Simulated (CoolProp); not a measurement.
Vapour-liquid equilibrium of isobutane (1) + n-butane (2) at 308 kPa; x and y are mole fractions of (1).

Computed with CoolProp (multi-fluid Helmholtz-energy mixture model, Bücker 2006 and Bücker 2006; pair parameters Kunz 2012).

Task: Give the bubble temperature and the first vapour's composition at x = 0.05, 0.35, 0.65. Is there an azeotrope?

Result: x = 0.05: 305.2 K, y = 0.068; x = 0.35: 301.3 K, y = 0.426; x = 0.65: 297.7 K, y = 0.721. No azeotrope shows between x = 0.05 and 0.95.

The pair parameters rest on a limited set of measurements; away from them the model extrapolates.
